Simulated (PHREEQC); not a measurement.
Make-up at 81 °C: 0.0038 mol/kgw NaHCO3, 0.027 mol/kgw KOH and 4.5e-05 mol/kgw KCl. Closed to the air; pH follows from the charge balance.

Equilibrium calculation in PHREEQC: ion-association model, phreeqc.dat.

This is a speciation only: nothing precipitates in the calculation.

Q: Predict the pH.

A: pH 10.86.

Q: In which forms is C present?

A: CO3-2 71 %, NaCO3- 21 %, HCO3- 7.8 % of the C.

Constants without temperature data keep their 25 °C values here.
